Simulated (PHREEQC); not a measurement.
Na2HPO4 is added in steps, without added water, to 1 kg of water holding 13 mmol/kgw CaSO4, 41 mmol/kgw Na2SO4 and 2.6 mmol/kgw KCl, at 25 °C. Oxygen alone is held at its pressure in air (log pO2 = -0.68). CO2 from the air is kept out. The run lets Gypsum, Portlandite, Hydroxyapatite, Halite, Mirabilite precipitate or redissolve, and no other solid.

Base run: PHREEQC, ion-association model, wateq4f.dat. Each further column changes one thing. The table gives pH.

| Na2HPO4 added (mol) | base | 0.0026 mol/kgw HNO3 added | temperature from 25 to 60 °C | KCl replaced by PbCl2 at the same molality | no solid may form |
|---|---|---|---|---|---|
| 0 | 7.17 | 3.06 | 6.80 | 6.71 | 7.17 |
| 0.00615 | 5.73 | 5.61 | 5.35 | 5.68 | 7.90 |
| 0.01128 | 5.77 | 5.65 | 5.40 | 5.67 | 7.92 |
| 0.01742 | 6.06 | 5.84 | 5.76 | 5.84 | 7.95 |
| 0.02357 | 6.56 | 6.28 | 6.43 | 6.27 | 7.97 |
| 0.02973 | 6.84 | 6.64 | 6.73 | 6.66 | 7.99 |
| 0.03485 | 6.98 | 6.82 | 6.88 | 6.84 | 8.01 |
| 0.041 | 7.11 | 6.96 | 7.01 | 6.99 | 8.02 |

H3PO4, which wateq4f.dat lacks, is added to it with the constant of phreeqc.dat. Constants without temperature data keep their 25 °C values here. The database has no phosphate complexes of Pb. In at least one series the solution becomes supersaturated in solids that the run did not let form, among them Gypsum, Hydroxyapatite. Solids allowed in the column 'KCl replaced by PbCl2 at the same molality': Gypsum, Portlandite, Hydroxyapatite, Pb(OH)2, Anglesite, Cotunnite, Laurionite, Clpyromorphite, Hxypyromorphite, Larnakite, Halite, Mirabilite.
